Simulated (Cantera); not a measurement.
Input: 1 mol Ti, 13 mol H₂O, 1.9 mol N₂, equilibrated at 1850 °C.

Method: chemical equilibrium by Gibbs-energy minimisation in Cantera with the NASA 1993 tables (ideal gas, pure condensed phases). Candidate condensed phases: H₂O, Ti, TiN, TiO, TiO₂, Ti₂O₃, Ti₃O₅, Ti₄O₇; 27 gas species. The numbers say what is thermodynamically allowed, not how fast it happens.

Problem. At 0.00220 bar, list the 4 most abundant gas species with their mole fractions, and the condensed phases.

Solution. H₂O 0.683, H₂ 0.138, N₂ 0.123, H 0.0285. Condensed: TiO₂(rutile).
